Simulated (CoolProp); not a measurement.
Decamethyltetrasiloxane (MD2M) along the isobar 0.101 MPa: fugacity coefficient from the reference equation and from simpler models built on Tc = 326.2 °C, pc = 1.144 MPa, ω = 0.635; each cubic takes its own stable root.

Computed with CoolProp (reference Helmholtz-energy equation of state, Thol 2017).

```json
[
 {"T (°C)": "-4.25", "phase": "liquid", "reference": "3.649e-5"},
 {"T (°C)": "10.55", "phase": "liquid", "reference": "0.0001539"},
 {"T (°C)": "25.35", "phase": "liquid", "reference": "0.0005418"},
 {"T (°C)": "40.15", "phase": "liquid", "reference": "0.001637"},
 {"T (°C)": "54.95", "phase": "liquid", "reference": "0.004348"},
 {"T (°C)": "69.75", "phase": "liquid", "reference": "0.01034"},
 {"T (°C)": "84.55", "phase": "liquid", "reference": "0.02236"},
 {"T (°C)": "99.25", "phase": "liquid", "reference": "0.04433"},
 {"T (°C)": "114.05", "phase": "liquid", "reference": "0.08222"},
 {"T (°C)": "128.85", "phase": "liquid", "reference": "0.1432"},
 {"T (°C)": "143.65", "phase": "liquid", "reference": "0.2361"},
 {"T (°C)": "158.45", "phase": "liquid", "reference": "0.3707"},
 {"T (°C)": "173.25", "phase": "liquid", "reference": "0.5572"},
 {"T (°C)": "188.05", "phase": "liquid", "reference": "0.8059"}
]
```

Question: How far does each simpler model (Redlich-Kwong, Soave-Redlich-Kwong, Peng-Robinson) lie from the reference over these 14 states: mean and median of the absolute difference, and the worst?

Answer: 
- Redlich-Kwong: mean 2451.8 %, median 746.4 %, worst +13772.3 % at -4.25 °C and 0.101 MPa
- Soave-Redlich-Kwong: mean 9.1 %, median 3.0 %, worst +40.8 % at -4.25 °C and 0.101 MPa
- Peng-Robinson: mean 22.6 %, median 11.3 %, worst +89.4 % at -4.25 °C and 0.101 MPa

At some of these states Redlich-Kwong gives the other phase, because its saturation line lies elsewhere.
